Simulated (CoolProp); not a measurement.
R142b at 298.15 K and 0.204 MPa is throttled through a valve to 0.0527 MPa with no heat exchange. Each further row changes one setting.

The numbers come from the reference Helmholtz-energy equation of state, Lemmon 2006 in CoolProp. It is a short technical equation, of lower accuracy than the large ones.

| case | temperature change (K) | final density (kg/m³) |
|---|---|---|
| as stated | -4.3 | 2.20 |
| outlet pressure 0.0158 MPa | -5.3 | 0.655 |
| outlet pressure 0.0685 MPa | -3.8 | 2.86 |
